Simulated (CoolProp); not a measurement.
Vapour-liquid equilibrium of sulfur hexafluoride (1) + n-pentane (2) at 292.9 K; x and y are mole fractions of (1).

Model: multi-fluid Helmholtz-energy mixture model, Guder 2009 and Thol 2019; pair parameters Bell 2016, in CoolProp.

| x | bubble pressure (kPa) | y at the bubble point | dew pressure at overall composition x (kPa) | liquid density (mol/L) |
|---|---|---|---|---|
| 0.05 | 401.7 | 0.852 | 59.04 | 8.761 |
| 0.15 | 967.6 | 0.932 | 66.14 | 8.912 |
| 0.25 | 1340 | 0.947 | 75.14 | 9.052 |
| 0.35 | 1535 | 0.952 | 86.91 | 9.177 |
| 0.45 | 1610 | 0.954 | 103.0 | 9.283 |
| 0.55 | 1634 | 0.955 | 126.4 | 9.368 |
| 0.65 | 1656 | 0.956 | 163.4 | 9.431 |
| 0.75 | 1708 | 0.959 | 231.3 | 9.471 |
| 0.85 | 1810 | 0.967 | 396.1 | 9.496 |
| 0.95 | 1976 | 0.985 | 1436 | 9.523 |

No azeotrope shows between x = 0.05 and 0.95.

Pair parameters are fitted to limited data, so mixtures are less certain than the pure fluids. With so large a gap from Raoult's law the liquid may split in two, which this calculation doesn't test in full.
